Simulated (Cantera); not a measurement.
## Ignition delay

Mixture: CO : H2 : CH4 : O2 : N2 = 1 : 0.068 : 0.064 : 1.07 : 4.01 (molar parts), equivalence ratio 0.62, at 4.93 atm, adiabatic and at constant volume. Ignition delay is the time to a rise of 400 K.

Computed with Cantera and GRI-Mech 3.0 (53 species, 325 reactions).

```csv
T0 (K),delay (ms)
1100,0.565
1175,0.179
1250,0.0751
1325,0.0397
1400,0.0251
```

```yaml
apparent activation energy between 1250 and 1400 K: 110 kJ/mol
```
